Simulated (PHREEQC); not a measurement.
**Acid rinse or clean: speciation**

Make-up at 25 °C: 0.017 mol/kgw HF, 0.00038 mol/kgw CaCl2 and 0.0031 mol/kgw MnSO4. Closed to the air; pH follows from the charge balance.

Model: ion-association model, phreeqc.dat, run in PHREEQC.

This is a speciation only: nothing precipitates in the calculation.

### Question
Estimate the pH, ionic strength.

### Answer
pH 2.54; ionic strength 0.0144 mol/kgw.

### Question
In which forms is F present?

### Answer
HF 77 %, F- 20 %, HF2- 2.0 % of the F.

Examples of supersaturated solids here: Fluorite. Others may be too. Complexes and solids missing from the database can't appear.
